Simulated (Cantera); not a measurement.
NO annealing gas

An isothermal, constant-pressure homogeneous reactor starts with NO : N2 : H2O = 1 : 3.5 : 0.14 (molar parts), at 2175 K and 1.01 bar.

Cantera simulation using GRI-Mech 3.0 (53 species, 325 reactions); the numbers are that mechanism's predictions, not measurements.

```tsv
t (s)	x NO	x N2O	x O	x O2	x NO2
1.00e-6	0.216	1.75e-7	1.59e-7	6.01e-11	1.75e-9
3.32e-6	0.216	5.77e-7	4.29e-7	6.01e-10	1.76e-8
1.10e-5	0.216	1.86e-6	8.33e-7	5.47e-9	1.57e-7
3.67e-5	0.215	5.59e-6	1.41e-6	5.58e-8	1.12e-6
0.000122	0.215	1.36e-5	5.71e-6	1.61e-6	6.72e-6
0.000405	0.215	1.93e-5	4.03e-5	0.000137	2.17e-5
0.00134	0.214	1.64e-5	7.28e-5	0.000793	1.89e-5
0.00446	0.211	1.58e-5	0.000115	0.00213	2.89e-5
0.0148	0.202	1.48e-5	0.000194	0.00656	4.77e-5
0.0493	0.173	1.13e-5	0.000337	0.0206	7.22e-5
0.164	0.101	4.18e-6	0.000551	0.0566	6.93e-5
0.544	0.0230	6.77e-7	0.000711	0.0953	2.05e-5
1.81	0.00884	5.10e-7	0.000736	0.102	8.17e-6
6.00	0.00872	5.09e-7	0.000737	0.102	8.07e-6
```
x: mole fraction; the columns are a selection and need not sum to one.

Equilibrium at this temperature and pressure: NO 0.00872, N2O 5.09e-7, O 0.000737, O2 0.102, NO2 8.07e-6 (gas phase only).
